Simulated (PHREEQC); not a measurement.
A PHREEQC input (ion-association model, wateq4f.dat):

```
SOLUTION 1
  temp 25
  units mg/L
  pH 6.87
  pe 11.5
  Na 2.08
  K 0.408
  Ca 3.3
  Mg 0.478
  Cl 2.43
  S(6) 2.19 as SO4
  Alkalinity 11.3 as HCO3
  Ba 0.722
  Cu(2) 0.445
  O(0) 0.00422
  F 0.000611
  Ni 0.516
END
USE solution 1
EQUILIBRIUM_PHASES 1
  Gypsu 0 0
  CO2(g) -2.5 10
END
```

It stops with these messages:

```
ERROR: Phase not found in database, Gypsu.
ERROR: Calculations terminating due to input errors.
```

The fault: the phase Gypsum misspelt. The line should read `Gypsum` where the input has `Gypsu`. With the mend the run ends at pH 6.56 and ionic strength 0.000456 mol/kgw.
